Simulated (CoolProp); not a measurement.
Methane along the isotherm 105.3 K: Z from the reference equation and from simpler models built on Tc = 190.6 K, pc = 45.99 bar, ω = 0.011; each cubic takes its own stable root.

The numbers come from the reference Helmholtz-energy equation of state, Setzmann 1991 in CoolProp.

| p (bar) | phase | reference |
|---|---|---|
| 4.6 | liquid | 0.01952 |
| 9.2 | liquid | 0.03900 |
| 13.8 | liquid | 0.05845 |
| 18.4 | liquid | 0.07787 |
| 23 | liquid | 0.09726 |
| 27.6 | liquid | 0.1166 |
| 32.2 | liquid | 0.1359 |
| 36.8 | liquid | 0.1552 |
| 41.4 | liquid | 0.1745 |
| 46 | liquid | 0.1937 |
| 50.6 | liquid | 0.2129 |
| 55.2 | liquid | 0.2320 |
| 59.8 | liquid | 0.2512 |
| 64.4 | liquid | 0.2703 |
| 69 | liquid | 0.2894 |

How far does each simpler model (van der Waals, Soave-Redlich-Kwong) lie from the reference over these 15 states: mean and median of the absolute difference, and the worst?


- van der Waals: mean 44.8 %, median 44.8 %, worst +45.7 % at 105.3 K and 4.6 bar
- Soave-Redlich-Kwong: mean 0.1 %, median 0.1 %, worst -0.2 % at 105.3 K and 69 bar
